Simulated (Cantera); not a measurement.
# Diamond growth

A diamond (100) surface in a fixed gas of H2 with x(CH4) = 0.016, x(H) = 0.014, x(CH3) = 1.5e-05, 97.5 Torr; coverages are run to steady state.

Cantera simulation using the Harris–Goodwin 1993 mechanism for the reconstructed diamond (100) surface; the numbers are that mechanism's predictions, not measurements.

```csv
T (K),growth (µm/h),θ c6HH,θ c6H*,θ c6*H,θ c6**,θ c6HM
950,0.812,0.643,0.0145,0.335,0.00676,0.000724
1025,1.15,0.574,0.0210,0.393,0.0117,0.000525
1100,1.48,0.511,0.0283,0.441,0.0185,0.000377
1175,1.63,0.456,0.0361,0.481,0.0273,0.000246
1250,1.39,0.407,0.0442,0.510,0.0380,0.000125
1325,0.962,0.365,0.0523,0.532,0.0504,4.65e-5
1400,0.738,0.330,0.0600,0.546,0.0641,1.44e-5
```
θ: site fractions in the mechanism's names (c6HH fully hydrogenated, c6H* and c6*H radical sites, c6** diradical, c6HM methylated).
